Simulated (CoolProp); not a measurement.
Vapour-liquid equilibrium of ethane (1) + n-perfluorobutane (2) at 212.7 K; x and y are mole fractions of (1).

The numbers come from the multi-fluid Helmholtz-energy mixture model, Bücker 2006 and Gao 2022; pair parameters Bell 2016 in CoolProp.

| x | bubble pressure, mixture model (bar) | bubble pressure, Raoult's law (bar) | y, mixture model | y, Raoult's law |
|---|---|---|---|---|
| 0.05 | 0.5576 | 0.2260 | 0.926 | 0.823 |
| 0.125 | 1.286 | 0.5019 | 0.969 | 0.927 |
| 0.2 | 1.883 | 0.7778 | 0.979 | 0.957 |
| 0.275 | 2.314 | 1.054 | 0.984 | 0.971 |
| 0.35 | 2.593 | 1.330 | 0.986 | 0.979 |
| 0.425 | 2.758 | 1.606 | 0.987 | 0.985 |
| 0.5 | 2.854 | 1.881 | 0.988 | 0.989 |
| 0.575 | 2.916 | 2.157 | 0.988 | 0.992 |
| 0.65 | 2.976 | 2.433 | 0.989 | 0.994 |
| 0.725 | 3.055 | 2.709 | 0.990 | 0.996 |
| 0.8 | 3.169 | 2.985 | 0.991 | 0.997 |
| 0.875 | 3.329 | 3.261 | 0.993 | 0.998 |
| 0.95 | 3.544 | 3.537 | 0.997 | 0.999 |

The largest gap from Raoult's law is +156.2 % in bubble pressure, at x = 0.125. No azeotrope shows between x = 0.05 and 0.95.

The pair parameters rest on a limited set of measurements; away from them the model extrapolates. With so large a gap from Raoult's law the liquid may split in two, which this calculation doesn't test in full.
